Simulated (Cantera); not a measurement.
Feed: 1 mol FeS₂, 0.072 mol SO₃, 0.033 mol H₂O, at 1098.15 K and 13.3 mbar.

Cantera equilibrium calculation (NASA polynomials, part measured and part estimated; ideal gas, pure solids and liquids). Candidate condensed phases: Fe, FeO, Fe(OH)₂, Fe(OH)₃, FeS, FeSO₄, FeS₂, Fe₂O₃, Fe₂(SO₄)₃, Fe₃O₄, H₂O, H₂SO₄, S; 22 gas species. FeS: taken at fixed stoichiometry. Gases not in the tables: S₃ to S₇. Equilibrium is a limit: real reactors are often held back by kinetics, nucleation or transport.

Base state: S₂ 0.764, SO₂ 0.176, H₂O 0.0424, H₂S 0.00897, S₂O 0.00651, H₂ 0.00172, SO 0.000281, SH 6.63e-5 (mole fractions); condensed: FeS(s).

Task: What changes in the equilibrium state with this change: pressure from 13.3 mbar to 0.100 bar?

Result: 
```csv
species,before,after
S₂,0.764,0.760
SO₂,0.176,0.176
H₂O,0.0424,0.0388
H₂S,0.00897,0.0135
S₂O,0.00651,0.0107
H₂,0.00172,0.000950
SO,0.000281,0.000170
"FeS(s), mol",1.00,1.00
```

Task: What changes in the equilibrium state with this change: temperature from 1098.15 K to 1500 K?

Result: 
```csv
species,before,after
S₂,0.764,0.758
SO₂,0.176,0.173
H₂O,0.0424,0.0367
SO,0.000281,0.00982
H₂,0.00172,0.0112
H,8.92e-9,1.61e-5
S,5.35e-7,0.000307
SH,6.63e-5,0.00149
H₂S,0.00897,0.00410
S₂O,0.00651,0.00574
"FeS(s), mol",1.00,0
"FeS(l), mol",0,1.00
```
